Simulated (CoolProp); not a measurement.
Vapour-liquid equilibrium of R125 (1) + n-butane (2) at 132 kPa; x and y are mole fractions of (1).

Model: multi-fluid Helmholtz-energy mixture model, Lemmon 2005 and Bücker 2006; pair parameters Bell 2016, in CoolProp.

Question: Give the bubble temperature and the first vapour's composition at x = 0.65, 0.75, 0.95. Is there an azeotrope?

Answer: x = 0.65: -41.0 °C, y = 0.900; x = 0.75: -41.3 °C, y = 0.906; x = 0.95: -42.4 °C, y = 0.962. No azeotrope shows between x = 0.05 and 0.95.

The pair parameters rest on a limited set of measurements; away from them the model extrapolates. With so large a gap from Raoult's law the liquid may split in two, which this calculation doesn't test in full.
